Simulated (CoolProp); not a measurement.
Vapour-liquid equilibrium of ethane (1) + n-butane (2) at 0.336 bar; x and y are mole fractions of (1).

The numbers come from the multi-fluid Helmholtz-energy mixture model, Bücker 2006 and Bücker 2006; pair parameters Kunz 2012 in CoolProp.

| x | bubble temperature, mixture model (°C) | bubble temperature, Raoult's law (°C) | y, mixture model | y, Raoult's law |
|---|---|---|---|---|
| 0.05 | -50.5 | -52.0 | 0.737 | 0.763 |
| 0.2 | -79.1 | -79.3 | 0.971 | 0.972 |
| 0.35 | -90.1 | -89.7 | 0.991 | 0.991 |
| 0.5 | -96.4 | -95.9 | 0.996 | 0.996 |
| 0.65 | -100.5 | -100.2 | 0.998 | 0.998 |
| 0.8 | -103.6 | -103.5 | 0.999 | 0.999 |
| 0.95 | -106.0 | -106.0 | 1.000 | 1.000 |

The largest gap from Raoult's law is +1.5 K in bubble temperature, at x = 0.05. No azeotrope shows between x = 0.05 and 0.95.

Pair parameters are fitted to limited data, so mixtures are less certain than the pure fluids. The gap from Raoult's law changes sign with composition, which may be real or a fault of the pair parameters; it wasn't checked against measurements.
